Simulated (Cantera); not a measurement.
# Gas-phase reforming

An isothermal, constant-pressure homogeneous reactor starts with 56.1 % CH4, 40.4 % H2O, 3.48 % H2, at 1400 K and 3750 Torr.

Cantera simulation using GRI-Mech 3.0 (53 species, 325 reactions); the numbers are that mechanism's predictions, not measurements. GRI-Mech 3.0 stops at C3 and has no aromatics, soot or wall deposition, so with more carbon than oxygen in the feed, carbon stays in small species such as C2H2 where larger ones or solid carbon would form.

```csv
t (s),x CH4,x H2O,x H2,x CH2CO,x HO2
2.00e-6,0.561,0.404,0.0348,<1e-12,<1e-12
1.38e-5,0.561,0.404,0.0348,<1e-12,<1e-12
9.46e-5,0.561,0.404,0.0348,<1e-12,<1e-12
0.000650,0.561,0.404,0.0349,<1e-12,<1e-12
0.00447,0.560,0.404,0.0355,1.03e-10,<1e-12
0.0308,0.551,0.403,0.0425,1.28e-7,<1e-12
0.211,0.489,0.388,0.0972,4.58e-6,<1e-12
1.45,0.334,0.350,0.235,1.07e-5,<1e-12
10.0,0.328,0.302,0.279,6.26e-6,<1e-12
```
x: mole fraction; the columns are a selection and need not sum to one.

Equilibrium at this temperature and pressure: CH4 0.0863, H2O 0.000333, H2 0.690, CH2CO 2.22e-7, HO2 <1e-12 (gas phase only).
